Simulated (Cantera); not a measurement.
Charge: 1 mol (CH3)2SiCl2, 0.0077 mol C3H8, 3.4 mol H2, held at 2400 K and 1.33 mbar.

Equilibrium computed with Cantera from the NASA thermochemical tables; the gas is ideal and each condensed phase is pure. Candidate condensed phases: C, C6H6, C7H8, C8H18, Si, SiC; 109 gas species. The feed counts by its element totals alone. The tables' values for SiCl are old estimates; treat these amounts as uncertain. Gases not in the tables: Si2H6 and higher silanes. Kinetics and transport are ignored.

What is the equilibrium state?


```json
{
  "x(H2)": "0.426",
  "x(H)": "0.284",
  "x(HCl)": "0.128",
  "x(Si)": "0.0741",
  "x(Cl)": "0.0609",
  "x(SiC2)": "0.0142",
  "x(SiCl)": "0.00315",
  "x(C2H2 (acetylene))": "0.00297",
  "x(SiCl2)": "0.00280",
  "n(C(graphite))": "1.65 mol",
  "gas_amount": "10.11 mol",
  "log10 activity of Si(l) (absent)": "-1.34"
}
```
